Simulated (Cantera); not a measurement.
An adiabatic, constant-volume homogeneous reactor starts with CH₄ : O₂ : N₂ = 1 : 2 : 7.52 (molar parts), equivalence ratio 1.0, at 1550 K and 4.93 atm. Integrator tolerance rtol = 1e-08.

Model: GRI-Mech 3.0 (53 species, 325 reactions), integrated in Cantera. Above 3000 K some thermodynamic fits are extrapolated.

**Question.** What does this change do: 0.11 parts C2H6 added?

**Answer.** 
| quantity | before | after |
|---|---|---|
| time of steepest temperature rise | 0.196 ms | 56.0 µs |
| temperature at 0.200 s | 3059 K | 3103 K |
| equilibrium temperature | 3059 K | 3103 K |
| x(CH₄) at 0.200 s | <1e-12 (gas-phase equilibrium <1e-12) | <1e-12 (gas-phase equilibrium <1e-12) |
| x(O₂) at 0.200 s | 0.0181 (gas-phase equilibrium 0.0181) | 0.00770 (gas-phase equilibrium 0.00770) |
| x(NO) at 0.200 s | 0.0140 (gas-phase equilibrium 0.0140) | 0.00942 (gas-phase equilibrium 0.00942) |
| x(CO₂) at 0.200 s | 0.0464 (gas-phase equilibrium 0.0464) | 0.0400 (gas-phase equilibrium 0.0400) |
| x(C₂H₂) at 0.200 s | <1e-12 (gas-phase equilibrium <1e-12) | <1e-12 (gas-phase equilibrium <1e-12) |

**Question.** What does this change do: pressure from 4.93 atm to 9.87 atm?

**Answer.** 
```tsv
quantity	before	after
time of steepest temperature rise	0.196 ms	0.111 ms
temperature at 0.200 s	3059 K	3120 K
equilibrium temperature	3059 K	3120 K
x(CH₄) at 0.200 s	<1e-12 (gas-phase equilibrium <1e-12)	<1e-12 (gas-phase equilibrium <1e-12)
x(O₂) at 0.200 s	0.0181 (gas-phase equilibrium 0.0181)	0.0165 (gas-phase equilibrium 0.0165)
x(NO) at 0.200 s	0.0140 (gas-phase equilibrium 0.0140)	0.0143 (gas-phase equilibrium 0.0143)
x(CO₂) at 0.200 s	0.0464 (gas-phase equilibrium 0.0464)	0.0489 (gas-phase equilibrium 0.0489)
x(C₂H₂) at 0.200 s	<1e-12 (gas-phase equilibrium <1e-12)	<1e-12 (gas-phase equilibrium <1e-12)
```
